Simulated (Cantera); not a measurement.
What does this Cantera script print?

```python
import numpy as np
import cantera as ct

gas_names = """
    H H2 H2S N NH NH2 NH3 N2 N2H2 N2H4 Pb PbS Pb2 S SH SN S2 S8
""".split()
cond_names = """
    Pb(cr) Pb(L) PbS(s) PbS(L) S(cr1) S(cr2) S(L)
""".split()


# ... load() reads the species with a 1 bar reference pressure and builds the phases ...
atoms = {
    'PbS': {'Pb': 1, 'S': 1},
    'H2': {'H': 2},
    'N2': {'N': 2},
}
top_T = {}  # K; cautious upper limits of use, not melting points


# ... equilibrate(T, P, feed) seeds the gas with the atoms and calls Mixture.equilibrate('TP', solver="vcs", rtol=1e-11, max_steps=5000) ...
results = []
feed = {'PbS': 1, 'H2': 13, 'N2': 21}  # mol
P = 6700  # Pa
for T in [1273, 1348, 1423, 1498, 1573, 1648, 1723, 1798, 1873, 1948, 2023, 2098, 2173]:
    mix = equilibrate(T, P, feed)
    results.append((T, P, feed, dict(zip(mix.species_names, mix.species_moles))))

top = {s: max(r[3][s] / sum(r[3][g] for g in gas_names) for r in results) for s in gas_names}
cols = sorted((s for s in top if top[s] > 1e-05), key=lambda s: -top[s])[:8]
seen = [c for c in cond_names if any(r[3].get(c, 0) > 1e-12 for r in results)]
print("log10 of partial pressures in bar; condensed amounts in mol")
print(f"{'T/K':>10s}" + "".join(f"{s[:9]:>10s}" for s in cols + seen))
for T, P, feed, n in results:
    ng = sum(n[g] for g in gas_names)
    print(f"{T:10.4g}" + "".join(f"{np.log10(max(n[s] / ng * P / 1e5, 1e-99)):10.3f}" for s in cols)
          + "".join(f"{n.get(c, 0):10.4g}" for c in seen))
```

Output:

```
log10 of partial pressures in bar; condensed amounts in mol
       T/K        N2        H2        Pb       PbS         H       H2S        S2        SH
      1273    -1.396    -1.614    -3.265    -2.863    -6.954    -3.271    -5.559    -5.838
      1348    -1.396    -1.614    -3.225    -2.880    -6.443    -3.240    -5.083    -5.431
      1423    -1.396    -1.615    -3.185    -2.900    -5.985    -3.220    -4.672    -5.074
      1498    -1.396    -1.615    -3.142    -2.924    -5.573    -3.215    -4.328    -4.766
      1573    -1.396    -1.616    -3.096    -2.955    -5.199    -3.227    -4.051    -4.504
      1648    -1.397    -1.616    -3.046    -2.995    -4.858    -3.257    -3.837    -4.285
      1723    -1.398    -1.616    -2.997    -3.046    -4.547    -3.302    -3.675    -4.102
      1798    -1.398    -1.616    -2.951    -3.106    -4.261    -3.357    -3.556    -3.949
      1873    -1.399    -1.616    -2.909    -3.175    -3.998    -3.420    -3.471    -3.820
      1948    -1.400    -1.617    -2.874    -3.252    -3.755    -3.489    -3.412    -3.712
      2023    -1.401    -1.619    -2.844    -3.336    -3.531    -3.562    -3.376    -3.621
      2098    -1.402    -1.621    -2.820    -3.426    -3.322    -3.640    -3.359    -3.546
      2173    -1.403    -1.625    -2.801    -3.522    -3.129    -3.722    -3.360    -3.485
```

These are equilibrium values from Cantera (NASA tables, ideal gas, pure condensed phases), not measurements of a reactor. Gases not in the tables: S3 to S7.
